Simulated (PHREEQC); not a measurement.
Dissolve 0.0014 mol KCl, 0.0057 mol HBr, 0.0011 mol NaI and 0.012 mol ZnBr2 per kg of water at 3 °C. Closed to the air; pH follows from the charge balance.

Model: ion-association model, wateq4f.dat, run in PHREEQC.

```tsv
quantity	before	after
pH	2.31	2.01
ZnBr+ (mol/kgw)	4.74e-5	5.48e-5
ZnCl+ (mol/kgw)	7.95e-6	7.72e-6
ZnOH+ (mol/kgw)	2.68e-10	1.32e-10
SI of Halite (NaCl)	-7.50	-7.51
SI of Zincite(c) (ZnO)	-10.02	-10.63
```

Q: What was changed between the two runs?
A) temperature from 3 to 45 °C
B) HBr from 0.0057 to 0.0114 mol/kgw
C) KCl from 0.0014 to 0.00014 mol/kgw
D) NaI from 0.0011 to 0.0055 mol/kgw
E) KCl from 0.0014 to 0.007 mol/kgw

A: B, HBr from 0.0057 to 0.0114 mol/kgw

This is a speciation only: nothing precipitates in the calculation. Away from 25 °C the constants follow the database's enthalpies or fits; those with neither stay at their 25 °C values.
